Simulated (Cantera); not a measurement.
Feed: 1 mol CH₂F₂, 2.8 mol F₂, held at 3298 K and 3.70 Pa.

Equilibrium computed with Cantera from the NASA thermochemical tables; the gas is ideal and each condensed phase is pure. Candidate condensed phases: C, C₆H₆, C₇H₈, C₈H₁₈; 95 gas species. The numbers say what is thermodynamically allowed, not how fast it happens.

Base state: F 0.716, H 0.186, C 0.0931, HF 0.00368, CF 0.000748, C₂ 0.000432, C₃ 2.07e-5 (mole fractions); condensed: gas only.

Q: What changes in the equilibrium state with this change: F₂ from 2.8 to 0.059 mol?

A: 
```tsv
species	before	after
F	0.716	0.412
H	0.186	0.389
C	0.0931	0.192
C₃	2.07e-5	0.000181
H₂	9.68e-6	4.24e-5
C₂	0.000432	0.00183
HF	0.00368	0.00443
CF	0.000748	0.000886
```
